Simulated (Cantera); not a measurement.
**Transport properties of process gases**

Gas mixture: C2H2 = 0.57 (molar parts), at 0.0267 bar, frozen composition.

Cantera's kinetic-theory transport with the Lennard-Jones parameters of GRI-Mech 3.0, ideal gas; thermal conductivity in the multicomponent form. The composition is frozen, though it would react at the higher temperatures.

```tsv
T (K)	ρ (kg/m³)	cp (J/kg/K)	μ (µPa s)	λ (mW/m/K)	Pr	D (cm²/s) H	D (cm²/s) C2H2	D (cm²/s) NH3
400	0.0209	1931	13.6	35.6	0.737	59.1	0.000	11.1
500	0.0167	2101	16.4	46.6	0.737	88.2	0.000	17.0
600	0.0139	2232	18.9	57.2	0.737	122	0.000	23.9
700	0.0119	2340	21.2	67.4	0.737	159	0.000	31.8
800	0.0104	2436	23.4	77.4	0.736	200	0.000	40.5
900	0.00928	2526	25.5	87.4	0.736	245	0.000	50.0
1000	0.00835	2608	27.4	97.2	0.735	293	0.000	60.3
1100	0.00759	2683	29.3	107	0.735	344	0.000	71.3
```
D: mixture-averaged diffusion coefficient of that species in the mixture.
